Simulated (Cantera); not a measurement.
Input: 1 mol CCl4, a varied amount of CH4, 0.068 mol H2, at 1873 K and 10.0 Torr.

Equilibrium computed with Cantera from the NASA thermochemical tables; the gas is ideal and each condensed phase is pure. Candidate condensed phases: C, C6H6, C7H8, C8H18; 91 gas species. Kinetics and transport are ignored.

x: gas mole fraction; n: condensed amount in mol.

```tsv
n(CH4) (mol)	x HCl	x Cl	x H2	x Cl2	n C(graphite)
0.2	0.242	0.722	2.02e-6	0.0359	1.20
0.27	0.313	0.657	4.07e-6	0.0298	1.27
0.37	0.413	0.565	9.57e-6	0.0220	1.37
0.5	0.541	0.445	2.65e-5	0.0137	(withheld)
0.69	0.727	0.268	0.000132	0.00495	(withheld)
0.95	0.950	0.0383	0.0110	0.000101	(withheld)
1.3	0.843	0.00934	0.146	6.02e-6	(withheld)
```

Problem. Complete the blanks.

Solution. 
- 0.5, n C(graphite): 1.50
- 0.69, n C(graphite): 1.69
- 0.95, n C(graphite): 1.95
- 1.3, n C(graphite): 2.30
